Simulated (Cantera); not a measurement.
Adiabatic ignition

An adiabatic, constant-pressure homogeneous reactor starts with 18.9 % CO, 7.18 % H2, 15.5 % O2, 58.4 % N2, equivalence ratio 0.84, at 1325 K and 255 Torr.

Model: GRI-Mech 3.0 (53 species, 325 reactions), integrated in Cantera.

| t (s) | T (K) | x CO | x H2 | x O2 | x HO2 | x H2O2 |
|---|---|---|---|---|---|---|
| 1.00e-6 | 1325 | 0.189 | 0.0718 | 0.155 | 2.21e-9 | <1e-12 |
| 3.98e-6 | 1325 | 0.189 | 0.0718 | 0.155 | 8.76e-9 | 6.93e-12 |
| 1.58e-5 | 1325 | 0.189 | 0.0718 | 0.155 | 3.74e-8 | 1.08e-10 |
| 6.31e-5 | 1325 | 0.189 | 0.0714 | 0.155 | 6.31e-6 | 2.13e-8 |
| 0.000251 | 1772 | 0.0979 | 0.00941 | 0.0680 | 5.27e-6 | 2.03e-7 |
| 0.00100 | 2238 | 0.0888 | 0.00772 | 0.0635 | 2.44e-6 | 4.80e-8 |
| 0.00398 | 2572 | 0.0691 | 0.00497 | 0.0552 | 3.62e-6 | 6.34e-8 |
| 0.0158 | 2599 | 0.0661 | 0.00468 | 0.0509 | 3.88e-6 | 7.34e-8 |
| 0.0631 | 2597 | 0.0660 | 0.00468 | 0.0497 | 3.80e-6 | 7.24e-8 |
| 0.251 | 2597 | 0.0660 | 0.00468 | 0.0497 | 3.80e-6 | 7.24e-8 |
| 1.00 | 2597 | 0.0660 | 0.00468 | 0.0497 | 3.80e-6 | 7.24e-8 |
x: mole fraction; the columns are a selection and need not sum to one.

| Item | Value |
|---|---|
| time of steepest temperature rise | 0.110 ms |
| temperature at 1.00 s | 2597 K |
| equilibrium temperature | 2597 K |
| x(CO) at 1.00 s | 0.0660 (gas-phase equilibrium 0.0660) |
| x(H2) at 1.00 s | 0.00468 (gas-phase equilibrium 0.00468) |
| x(O2) at 1.00 s | 0.0497 (gas-phase equilibrium 0.0497) |
